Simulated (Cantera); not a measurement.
A Cantera script and what it prints.

```python
import numpy as np
import cantera as ct

gas_names = """
    H H2 Hg N NH NH2 NH3 N2 N2H2 N2H4
""".split()
cond_names = """
    Hg(cr) Hg(L)
""".split()


# ... load() reads the species with a 1 bar reference pressure and builds the phases ...
atoms = {
    'Hg': {'Hg': 1},
    'H2': {'H': 2},
    'N2': {'N': 2},
}
top_T = {}  # K; cautious upper limits of use, not melting points


# ... equilibrate(T, P, feed) seeds the gas with the atoms and calls Mixture.equilibrate('TP', solver="vcs", rtol=1e-11, max_steps=5000) ...
results = []
feed = {'Hg': 1, 'H2': 0.82, 'N2': 2.8}  # mol
T = 1100  # K
P = 540  # Pa
mix = equilibrate(T, P, feed)
results.append((T, P, feed, dict(zip(mix.species_names, mix.species_moles))))
x = sorted(zip(gas.X, gas.species_names), reverse=True)
print(f"T = {T:g} K  P = {P:g} Pa  gas = {mix.phase_moles(0):.4g} mol")
print("   x: " + "  ".join(f"{s} {v:.3e}" for v, s in x if v > 0.0001))
print("   condensed (mol): " + ("  ".join(f"{mix.phase(i).name} {mix.phase_moles(i):.4g}"
      for i in range(1, mix.n_phases) if mix.phase_moles(i) > 1e-12) or "none"))
```

Result:

```
T = 1100 K  P = 540 Pa  gas = 4.62 mol
   x: N2 6.061e-01  Hg 2.165e-01  H2 1.775e-01
   condensed (mol): none
```

Equilibrium computed with Cantera from the NASA thermochemical tables; the gas is ideal and each condensed phase is pure.
